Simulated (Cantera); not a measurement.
What does this Cantera script print?

```python
import numpy as np
import cantera as ct

gas_names = """
    Fe FeO Fe(OH)2 H HO2 H2 H2O H2O2 H2S H2SO4 O OH O2 O3 S SH SO SO2 SO3 S2 S2O S8
""".split()
cond_names = """
    Fe(a) Fe(c) Fe(d) Fe(L) FeO(s) FeO(L) Fe(OH)2(s) Fe(OH)3(s) FeS(a) FeS(b) FeS(c) FeS(L) FeSO4(s)
    FeS2(s) Fe2O3(s) Fe2S3O12(s) Fe3O4(s) H2O(s) H2O(L) H2SO4(L) S(cr1) S(cr2) S(L)
""".split()


# ... load() reads the species with a 1 bar reference pressure and builds the phases ...
atoms = {
    'FeS': {'Fe': 1, 'S': 1},
    'SO2': {'S': 1, 'O': 2},
    'H2O': {'H': 2, 'O': 1},
}
top_T = {'FeSO4(s)': 950, 'FeS2(s)': 1010, 'Fe2O3(s)': 1830, 'Fe2S3O12(s)': 1100, 'Fe3O4(s)': 1870}  # K; cautious upper limits of use, not melting points


# ... equilibrate(T, P, feed) seeds the gas with the atoms and calls Mixture.equilibrate('TP', solver="vcs", rtol=1e-11, max_steps=5000) ...
results = []
feed = {'FeS': 1, 'SO2': 0.052, 'H2O': 0.14}  # mol
P = 10000  # Pa
for T in [1448, 1473, 1498, 1523, 1548, 1573, 1598, 1623]:
    mix = equilibrate(T, P, feed)
    results.append((T, P, feed, dict(zip(mix.species_names, mix.species_moles))))
    x = sorted(zip(gas.X, gas.species_names), reverse=True)
    print(f"T = {T:g} K  P = {P:g} Pa  gas = {mix.phase_moles(0):.4g} mol")
    print("   x: " + "  ".join(f"{s} {v:.3e}" for v, s in x if v > 0.001))
    print("   condensed (mol): " + ("  ".join(f"{mix.phase(i).name} {mix.phase_moles(i):.4g}"
          for i in range(1, mix.n_phases) if mix.phase_moles(i) > 1e-12) or "none"))
```

Output:

```
T = 1448 K  P = 10000 Pa  gas = 0.201 mol
   x: H2O 6.265e-01  SO2 2.160e-01  S2 8.243e-02  H2 4.867e-02  H2S 2.084e-02  SO 2.684e-03  S2O 2.032e-03
   condensed (mol): FeO(s) 0.03027  FeS(c) 0.9697
T = 1473 K  P = 10000 Pa  gas = 0.202 mol
   x: H2O 6.165e-01  SO2 2.112e-01  S2 8.985e-02  H2 5.457e-02  H2S 2.147e-02  SO 3.218e-03  S2O 2.132e-03  SH 1.017e-03
   condensed (mol): FeO(s) 0.03303  FeS(L) 0.967
T = 1498 K  P = 10000 Pa  gas = 0.2028 mol
   x: H2O 6.077e-01  SO2 2.083e-01  S2 9.480e-02  H2 6.036e-02  H2S 2.156e-02  SO 3.821e-03  S2O 2.192e-03  SH 1.216e-03
   condensed (mol): FeO(s) 0.03501  FeS(L) 0.965
T = 1523 K  P = 10000 Pa  gas = 0.2037 mol
   x: H2O 5.984e-01  SO2 2.054e-01  S2 9.981e-02  H2 6.647e-02  H2S 2.162e-02  SO 4.509e-03  S2O 2.251e-03  SH 1.444e-03
   condensed (mol): FeO(s) 0.03704  FeS(L) 0.963
T = 1548 K  P = 10000 Pa  gas = 0.2046 mol
   x: H2O 5.888e-01  SO2 2.024e-01  S2 1.049e-01  H2 7.289e-02  H2S 2.165e-02  SO 5.289e-03  S2O 2.307e-03  SH 1.703e-03
   condensed (mol): FeO(s) 0.03914  FeS(L) 0.9609
T = 1573 K  P = 10000 Pa  gas = 0.2056 mol
   x: H2O 5.787e-01  SO2 1.994e-01  S2 1.099e-01  H2 7.962e-02  H2S 2.165e-02  SO 6.170e-03  S2O 2.361e-03  SH 1.998e-03
   condensed (mol): FeO(s) 0.0413  FeS(L) 0.9587
T = 1598 K  P = 10000 Pa  gas = 0.2066 mol
   x: H2O 5.683e-01  SO2 1.963e-01  S2 1.150e-01  H2 8.663e-02  H2S 2.162e-02  SO 7.158e-03  S2O 2.412e-03  SH 2.329e-03
   condensed (mol): FeO(s) 0.04352  FeS(L) 0.9565
T = 1623 K  P = 10000 Pa  gas = 0.2076 mol
   x: H2O 5.575e-01  SO2 1.932e-01  S2 1.201e-01  H2 9.391e-02  H2S 2.156e-02  SO 8.262e-03  SH 2.701e-03  S2O 2.460e-03
   condensed (mol): FeO(s) 0.04579  FeS(L) 0.9542
```

Method: chemical equilibrium by Gibbs-energy minimisation in Cantera with the NASA 1993 tables (ideal gas, pure condensed phases). Metal and sulfide melt together well below either melting point, which pure phases cannot show. Mutual solubility and eutectic melting of coexisting phases are not modelled. The tables' stoichiometric FeO is somewhat more stable than real wüstite, so its field is too wide. FeO, FeS: taken at fixed stoichiometry.
